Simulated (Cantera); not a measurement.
Input: 1 mol Zr, 1.7 mol N2, at 1523 K and 101000 Pa.

These are equilibrium values from Cantera (NASA tables, ideal gas, pure condensed phases), not measurements of a reactor. Candidate condensed phases: Zr, ZrN; 4 gas species. ZrN: taken at fixed stoichiometry. Kinetics and transport are ignored.

Base state: N2 1.00 (mole fractions); condensed: ZrN(s).

What changes in the equilibrium state with this change: Zr replaced by Cr?


```tsv
species	before	after
N2	1.00	1.00
ZrN(s), mol	1.00	0
Cr2N(s), mol	0	0.500
```
Further candidate phases: Cr, CrN, Cr2N.
